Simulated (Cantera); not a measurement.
Feed: 1 mol toluene, 7.8 mol H2, 1.1 mol N2, held at 410 Pa.

Cantera equilibrium calculation (NASA polynomials, part measured and part estimated; ideal gas, pure solids and liquids). Candidate condensed phases: C, C6H6, C7H8, C8H18; 92 gas species. Rates play no part.

Q: At 1800 K, list the 4 most abundant gas species with their mole fractions, and the condensed phases.

A: H2 0.909, N2 0.0842, H 0.00533, HCN 0.00170. Condensed: C(graphite).
